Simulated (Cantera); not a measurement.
Feed: 1 mol PbO, a varied amount of O2, 0.76 mol H2, held at 0.00330 bar.

Method: chemical equilibrium by Gibbs-energy minimisation in Cantera with the NASA 1993 tables (ideal gas, pure condensed phases). Candidate condensed phases: H2O, Pb, PbO, PbO2, Pb3O4; 12 gas species. Each liquid is taken as pure. Mutual solubility and eutectic melting of coexisting phases are not modelled. The numbers say what is thermodynamically allowed, not how fast it happens.

### Question
What condenses at these points (T in °C, n(O2) in mol): (775, 1.2); (775, 0.27); (1075, 2.1); (1300, 0.96); (625, 2.6); (1000, 1.4)?

### Answer
| T (°C) | n(O2) in mol | condensed phases | Pb condensed (%) |
|---|---|---|---|
| 775 | 1.2 | PbO | 99.9 |
| 775 | 0.27 | Pb + PbO | 98.9 |
| 1075 | 2.1 | gas only | 0.0 |
| 1300 | 0.96 | gas only | 0.0 |
| 625 | 2.6 | PbO | 100.0 |
| 1000 | 1.4 | PbO | 83.2 |
